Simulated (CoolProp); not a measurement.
Saturation properties of C3F8 (R218).

The numbers come from the reference Helmholtz-energy equation of state, Lemmon 2006 in CoolProp. It is a short technical equation, of lower accuracy than the large ones.

```tsv
T (°C)	p (MPa)	liquid density (kg/m³)	vapour density (kg/m³)	surface tension (mN/m)
-79.35	0.008819	1768	1.040	15.7
-64.65	0.02346	1716	2.595	13.9
-49.95	0.05358	1662	5.623	12.1
-35.35	0.1081	1606	10.88	10.3
-20.65	0.1992	1546	19.48	8.63
-6.05	0.3389	1483	32.62	6.99
8.65	0.5438	1412	52.36	5.42
23.25	0.8273	1334	81.40	3.93
37.95	1.212	1240	125.7	2.53
```

It boils at -36.8 °C under 1 atm.

Surface tension comes from a separate correlation (Mulero 2012).
